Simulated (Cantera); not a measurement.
Input: 1 mol Si3N4, 0.052 mol CO2, 6.2 mol H2, held at 0.0133 bar.

Cantera equilibrium calculation (NASA polynomials, part measured and part estimated; ideal gas, pure solids and liquids). Candidate condensed phases: C, C6H6, C7H8, C8H18, H2O, Si, SiC, SiO2, Si2N2O, Si3N4; 151 gas species. Equilibrium is a limit: real reactors are often held back by kinetics, nucleation or transport. All values below are at 998 K.

Base state: H2 0.993, N2 0.00557, CH4 0.00128 (mole fractions); condensed: C(graphite) + Si2N2O(s) + Si3N4(s).

Problem. What changes in the equilibrium state with this change: CO2 from 0.052 to 0.11 mol?

Solution. 
| species | before | after |
|---|---|---|
| H2 | 0.993 | 0.987 |
| N2 | 0.00557 | 0.0117 |
| CH4 | 0.00128 | 0.00127 |
| C(graphite), mol | 0.0440 | 0.102 |
| Si2N2O(s), mol | 0.104 | 0.220 |
| Si3N4(s), mol | 0.931 | 0.853 |
